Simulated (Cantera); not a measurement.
An adiabatic, constant-volume homogeneous reactor starts with CO : H₂ : CH₄ : O₂ : N₂ = 1 : 0.22 : 0.48 : 1.31 : 4.92 (molar parts), equivalence ratio 1.2, at 1573 K and 36000 Pa. Integrator tolerance rtol = 1e-08.

Model: GRI-Mech 3.0 (53 species, 325 reactions), integrated in Cantera.

### Question
What does this change do: constant pressure in place of constant volume?

### Answer
```
quantity                                                          before                                  after
---------------------------------  -------------------------------------  -------------------------------------
time of steepest temperature rise                               0.391 ms                               0.411 ms
temperature at 2.00 s                                             2842 K                                 2713 K
equilibrium temperature                                           2842 K                                 2713 K
x(CO) at 2.00 s                      0.111 (gas-phase equilibrium 0.111)    0.103 (gas-phase equilibrium 0.103)
x(H₂) at 2.00 s                    0.0223 (gas-phase equilibrium 0.0223)  0.0205 (gas-phase equilibrium 0.0205)
x(CH₄) at 2.00 s                   <1e-12 (gas-phase equilibrium <1e-12)  <1e-12 (gas-phase equilibrium <1e-12)
x(CO₂) at 2.00 s                   0.0729 (gas-phase equilibrium 0.0729)  0.0822 (gas-phase equilibrium 0.0822)
x(CH₂) at 2.00 s                   <1e-12 (gas-phase equilibrium <1e-12)  <1e-12 (gas-phase equilibrium <1e-12)
x(C₂H₂) at 2.00 s                  <1e-12 (gas-phase equilibrium <1e-12)  <1e-12 (gas-phase equilibrium <1e-12)
```

### Question
What does this change do: initial temperature 1573 to 1475 K?

### Answer
| quantity | before | after |
|---|---|---|
| time of steepest temperature rise | 0.391 ms | 0.651 ms |
| temperature at 2.00 s | 2842 K | 2823 K |
| equilibrium temperature | 2842 K | 2823 K |
| x(CO) at 2.00 s | 0.111 (gas-phase equilibrium 0.111) | 0.108 (gas-phase equilibrium 0.108) |
| x(H₂) at 2.00 s | 0.0223 (gas-phase equilibrium 0.0223) | 0.0215 (gas-phase equilibrium 0.0215) |
| x(CH₄) at 2.00 s | <1e-12 (gas-phase equilibrium <1e-12) | <1e-12 (gas-phase equilibrium <1e-12) |
| x(CO₂) at 2.00 s | 0.0729 (gas-phase equilibrium 0.0729) | 0.0765 (gas-phase equilibrium 0.0765) |
| x(CH₂) at 2.00 s | <1e-12 (gas-phase equilibrium <1e-12) | <1e-12 (gas-phase equilibrium <1e-12) |
| x(C₂H₂) at 2.00 s | <1e-12 (gas-phase equilibrium <1e-12) | <1e-12 (gas-phase equilibrium <1e-12) |
